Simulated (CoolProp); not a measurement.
A Linde-Hampson liquefier for ethane: isothermal reversible compression at 320 K from 1 atm to 20 MPa, throttling to 1 atm, return gas leaving the recuperator 0 K below the feed. Each further row changes one setting.

Values from CoolProp's reference Helmholtz-energy equation of state, Bücker 2006.

```csv
case,liquid yield per pass,compression work (kJ/kg of gas)
as stated,0.465,366
high pressure 40 MPa,0.461,414
warm-end temperature 350 K,0.381,429
warm-end gap 5 K,0.458,366
```
